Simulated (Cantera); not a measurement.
A perfectly stirred reactor is fed with CH₄ : H₂ = 1 : 2.7 (molar parts), at 100.0 Torr; it is held at 1650 K, and followed from long to short residence time.

Cantera simulation using GRI-Mech 3.0 (53 species, 325 reactions); the numbers are that mechanism's predictions, not measurements. GRI-Mech 3.0 stops at C3 and has no aromatics, soot or wall deposition, so with more carbon than oxygen in the feed, carbon stays in small species such as C2H2 where larger ones or solid carbon would form.

| quantity | before | after |
|---|---|---|
| x(CH₄) at τ = 2.90 s | 0.0435 | 0.0604 |
| x(H₂) at τ = 2.90 s | 0.867 | 0.856 |
| x(C₂H₆) at τ = 2.90 s | 5.92e-6 | 8.89e-6 |
| x(CH₂) at τ = 2.90 s | 4.69e-8 | 2.82e-7 |
| x(C₂H₂) at τ = 2.90 s | 0.0884 | 0.0820 |
| x(CH₄) at τ = 76.0 ms | 0.193 | 0.229 |
| x(H₂) at τ = 76.0 ms | 0.776 | 0.753 |
| x(C₂H₆) at τ = 76.0 ms | 8.47e-5 | 7.51e-5 |
| x(CH₂) at τ = 76.0 ms | 1.24e-7 | 4.66e-7 |
| x(C₂H₂) at τ = 76.0 ms | 0.0286 | 0.0134 |

Question: Name the change that produced these shifts.
A. temperature 1650 to 1550 K
B. temperature 1650 to 1025 K
C. pressure from 100.0 Torr to 13.5 Torr
D. CH4 1 to 0.14 parts

Answer: C, pressure from 100.0 Torr to 13.5 Torr
